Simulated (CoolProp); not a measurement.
Oxygen along the isotherm 103.2 K: fugacity coefficient from the reference equation and from simpler models built on Tc = 154.6 K, pc = 5.046 MPa, ω = 0.022; each cubic takes its own stable root.

Computed with CoolProp (reference Helmholtz-energy equation of state, Schmidt 1985).

```json
[
 {"p (MPa)": "1.8", "phase": "liquid", "reference": "0.1792", "van der Waals": "0.4070", "Redlich-Kwong": "0.1604", "Peng-Robinson": "0.1792"},
 {"p (MPa)": "3.6", "phase": "liquid", "reference": "0.09536", "van der Waals": "0.2226", "Redlich-Kwong": "0.08535", "Peng-Robinson": "0.09469"},
 {"p (MPa)": "5.41", "phase": "liquid", "reference": "0.06752", "van der Waals": "0.1620", "Redlich-Kwong": "0.06042", "Peng-Robinson": "0.06659"},
 {"p (MPa)": "7.21", "phase": "liquid", "reference": "0.05388", "van der Waals": "0.1327", "Redlich-Kwong": "0.04819", "Peng-Robinson": "0.05278"},
 {"p (MPa)": "9.01", "phase": "liquid", "reference": "0.04584", "van der Waals": "0.1159", "Redlich-Kwong": "0.04099", "Peng-Robinson": "0.04459"},
 {"p (MPa)": "10.8", "phase": "liquid", "reference": "0.04063", "van der Waals": "0.1054", "Redlich-Kwong": "0.03631", "Peng-Robinson": "0.03926"},
 {"p (MPa)": "12.6", "phase": "liquid", "reference": "0.03701", "van der Waals": "0.09844", "Redlich-Kwong": "0.03306", "Peng-Robinson": "0.03551"},
 {"p (MPa)": "14.4", "phase": "liquid", "reference": "0.03440", "van der Waals": "0.09381", "Redlich-Kwong": "0.03071", "Peng-Robinson": "0.03279"},
 {"p (MPa)": "16.2", "phase": "liquid", "reference": "0.03248", "van der Waals": "0.09077", "Redlich-Kwong": "0.02898", "Peng-Robinson": "0.03074"},
 {"p (MPa)": "18", "phase": "liquid", "reference": "0.03104", "van der Waals": "0.08888", "Redlich-Kwong": "0.02768", "Peng-Robinson": "0.02918"},
 {"p (MPa)": "19.8", "phase": "liquid", "reference": "0.02996", "van der Waals": "0.08788", "Redlich-Kwong": "0.02670", "Peng-Robinson": "0.02797"},
 {"p (MPa)": "21.6", "phase": "liquid", "reference": "0.02915", "van der Waals": "0.08756", "Redlich-Kwong": "0.02596", "Peng-Robinson": "0.02703"},
 {"p (MPa)": "23.4", "phase": "liquid", "reference": "0.02855", "van der Waals": "0.08783", "Redlich-Kwong": "0.02541", "Peng-Robinson": "0.02630"},
 {"p (MPa)": "25.2", "phase": "liquid", "reference": "0.02813", "van der Waals": "0.08859", "Redlich-Kwong": "0.02502", "Peng-Robinson": "0.02573"}
]
```
